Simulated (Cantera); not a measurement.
Input: 1 mol acetone, 1.2 mol CO₂, 1.4 mol N₂, held at 0.340 bar.

Cantera equilibrium calculation (NASA polynomials, part measured and part estimated; ideal gas, pure solids and liquids). Candidate condensed phases: C, C₆H₆, C₇H₈, C₈H₁₈, H₂O; 136 gas species. The feed counts by its element totals alone. Kinetics and transport are ignored.

x: gas mole fraction; n: condensed amount in mol.

```csv
T (K),x CO,x H₂,x N₂,x H,x HCN,x C₂H₂ (acetylene),x HNC,n C(graphite)
2275,0.434,0.372,0.173,0.00888,0.00968,0.00142,0.000852,0.695
2350,0.433,0.367,0.172,0.0130,0.0119,0.00203,0.00116,0.665
2425,0.432,0.361,0.170,0.0184,0.0144,0.00282,0.00155,0.629
2500,0.430,0.353,0.168,0.0256,0.0172,0.00382,0.00202,0.586
2575,0.428,0.344,0.165,0.0348,0.0202,0.00506,0.00258,…
2650,0.426,0.332,0.162,0.0464,0.0234,0.00653,0.00322,…
2725,0.423,0.319,0.158,0.0604,0.0267,0.00822,0.00396,…
2800,0.419,0.303,0.155,0.0773,0.0299,0.0101,0.00476,…
2875,0.414,0.285,0.151,0.0969,0.0331,0.0121,0.00563,…
```

Q: What belongs in the gaps?

A: 
- 2575, n C(graphite): 0.535
- 2650, n C(graphite): 0.477
- 2725, n C(graphite): 0.411
- 2800, n C(graphite): 0.335
- 2875, n C(graphite): 0.249
